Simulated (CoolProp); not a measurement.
Vapour-liquid equilibrium of dimethyl ether (1) + n-hexane (2) at 326.7 K; x and y are mole fractions of (1).

Computed with CoolProp (multi-fluid Helmholtz-energy mixture model, Wu 2011 and Thol 2019; pair parameters Bell 2016).

Problem. Give the bubble pressure and the first vapour's composition at x = 0.5, 0.65, 0.95. Is there an azeotrope?

Solution. x = 0.5: 6.862 bar, y = 0.936; x = 0.65: 8.399 bar, y = 0.958; x = 0.95: 11.78 bar, y = 0.993. No azeotrope shows between x = 0.05 and 0.95.

Pair parameters are fitted to limited data, so mixtures are less certain than the pure fluids. The gap from Raoult's law changes sign with composition, which may be real or a fault of the pair parameters; it wasn't checked against measurements.
